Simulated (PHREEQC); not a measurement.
Consider water at 25 °C with 0.011 mol/kgw LiBr, 0.00086 mol/kgw BaCl2 and 0.0032 mol/kgw LiCl. Closed to the air; pH follows from the charge balance.

All values are PHREEQC results (Pitzer model, pitzer.dat), not measurements.

Question: The ionic strength comes out as 0.0168 mol/kgw. What activity coefficients do Br-, Cl-, Li+, Ba+2 get?

Answer: Br- 0.88, Cl- 0.88, Li+ 0.89, Ba+2 0.60. Single-ion values are on the MacInnes scale.

Precipitation was switched off in this run.
